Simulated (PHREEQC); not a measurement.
Make-up at 25 °C: 170 mmol/kgw Ni(NO3)2, 30 mmol/kgw NaOH and 39 mmol/kgw Fe2(SO4)3. Closed to the air; pH follows from the charge balance.

Equilibrium calculation in PHREEQC: ion-association model, wateq4f.dat.

Problem. The ionic strength comes out as 0.665 mol/kgw. What activity coefficients do FeSO4+, FeHSO4+2, NO3-, Na+, HSO4- get?

Solution. FeSO4+ 0.66, FeHSO4+2 0.31, NO3- 0.59, Na+ 0.71, HSO4- 0.65.

No solid was allowed to form. Saturation is exceeded, for instance for Jarosite-Na, Hematite (slow to form); the values hold only as long as no solid forms. Complexes and solids missing from the database can't appear.
